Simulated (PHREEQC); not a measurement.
0.28 g of hydrous ferric oxide (600 m²/g; 0.2 weak and 0.005 strong sites per Fe, Dzombak-Morel constants, diffuse double layer) in 1 kg of water with 0.005 mol/kgw of an inert sodium salt and 0.00011 mol/kgw NaF and 0.00032 mol/kgw SrCl2, at 25 °C; the pH is set by adding NaOH or the inert anion's acid. Oxygen alone is held at its pressure in air (log pO2 = -0.68). No CO2 enters from the air. Precipitation was switched off in this run.

Base run: PHREEQC, ion-association model, wateq4f.dat. Each further column changes one thing. The table gives F sorbed (%).

```
pH   base  no electrostatic term (-no_edl)  background salt from 0.005 to 0.0005 mol/kgw  oxide from 0.28 to 1.4 g/kgw
---  ----  -------------------------------  --------------------------------------------  ----------------------------
3    93.8                              0.6                                             …                          99.0
4    94.0                                …                                          96.6                             …
5    83.0                              1.4                                          87.4                             …
5.5  70.1                                …                                          75.1                          94.4
6.5  32.2                              1.6                                             …                          73.1
7.5   7.1                              1.9                                           7.6                          27.9
8.5   1.0                              1.6                                           1.1                             …
9     0.4                              1.0                                           0.5                           1.9
10    0.1                              0.2                                           0.1                           0.2
11    0.0                              0.0                                           0.0                           0.0
```

**Question.** Complete the blanks.

**Answer.** 
- 3, background salt from 0.005 to 0.0005 mol/kgw: 96.8
- 4, no electrostatic term (-no_edl): 1.3
- 4, oxide from 0.28 to 1.4 g/kgw: 99.1
- 5, oxide from 0.28 to 1.4 g/kgw: 97.4
- 5.5, no electrostatic term (-no_edl): 1.5
- 6.5, background salt from 0.005 to 0.0005 mol/kgw: 35.1
- 8.5, oxide from 0.28 to 1.4 g/kgw: 4.8

The oxide is taken as insoluble; below pH 4 it would dissolve.
